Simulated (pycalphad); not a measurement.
Source of the numbers: pycalphad with the COST 507 light-alloy database (1999); pressure 1 atm. The database dates from 1999; later assessments differ in places, in temperatures and in the compounds included. Amounts are mole fractions of atoms. Kinetics are ignored, which matters at the lower temperatures.

Problem. Give the equilibrium state of Si-41.95C (at.%) at 2700 K.

Solution. CSI, fraction 0.828, with 50.0 C at.%; liquid, fraction 0.172, with 3.2 C at.%.

Problem. Give the equilibrium state of Si-41.95C (at.%) at 750 K.

Solution. CSI, fraction 0.839, with 50.0 C at.%; diamond (Si), fraction 0.161, with <0.01 C at.%.

Database names, with the compositions (at.%) that they take in these runs: CSI: Si 50 C 50.
